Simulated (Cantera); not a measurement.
A closed system holds: 1 mol AlI₃, 1.9 mol NH₃, 300 mol H₂, held at 0.0100 bar.

These are equilibrium values from Cantera (NASA tables, ideal gas, pure condensed phases), not measurements of a reactor. Candidate condensed phases: Al, AlI₃, AlN, I₂; 19 gas species. Equilibrium is a limit: real reactors are often held back by kinetics, nucleation or transport.

### Question
At 800 K, list the 4 most abundant gas species with their mole fractions, and the condensed phases.

### Answer
H₂ 0.989, HI 0.00975, N₂ 0.00148, I 8.25e-5. Condensed: AlN(s).
